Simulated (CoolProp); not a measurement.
The numbers come from the reference Helmholtz-energy equation of state, Thol 2022 in CoolProp.

Question: For vinyl chloride, give the phase and the density (kg/m³), Joule-Thomson coefficient (K/MPa), expansivity (1/kK) at 363.6 K and 14.5 bar; 396.8 K and 14.5 bar; 430 K and 14.5 bar.

Answer: 
- 363.6 K and 14.5 bar: gas; density 35.8, Joule-Thomson coefficient 18.2, expansivity 4.88
- 396.8 K and 14.5 bar: gas; density 31.1, Joule-Thomson coefficient 13.5, expansivity 3.75
- 430 K and 14.5 bar: gas; density 27.8, Joule-Thomson coefficient 10.5, expansivity 3.12
